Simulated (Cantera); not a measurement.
Input: 1 mol AlN, a varied amount of H2, held at 2673 K and 0.750 Torr.

Method: chemical equilibrium by Gibbs-energy minimisation in Cantera with the NASA 1993 tables (ideal gas, pure condensed phases). Candidate condensed phases: Al, AlN; 13 gas species. Equilibrium is a limit: real reactors are often held back by kinetics, nucleation or transport.

x: gas mole fraction; nothing condenses.

```
n(H2) (mol)         x H        x Al        x N2        x H2       x AlH
-----------  ----------  ----------  ----------  ----------  ----------
0.032            0.0397       0.640       0.320    0.000600     4.59e-5
0.059        (withheld)       0.619       0.310  (withheld)  (withheld)
0.11              0.118       0.584       0.292     0.00529    0.000125
0.19              0.180       0.538       0.269      0.0123    0.000175
0.35         (withheld)  (withheld)  (withheld)  (withheld)  (withheld)
0.63              0.374       0.381       0.191      0.0533    0.000258
1.1               0.474       0.293       0.147      0.0856    0.000251
2.1               0.577       0.197      0.0988       0.127    0.000206
3.8               0.649       0.127      0.0637       0.160    0.000149
```

What belongs in the gaps?


- 0.35, x H: 0.271
- 0.35, x Al: 0.467
- 0.35, x N2: 0.234
- 0.35, x H2: 0.0280
- 0.35, x AlH: 0.000229
- 0.059, x H: 0.0693
- 0.059, x H2: 0.00183
- 0.059, x AlH: 7.76e-5
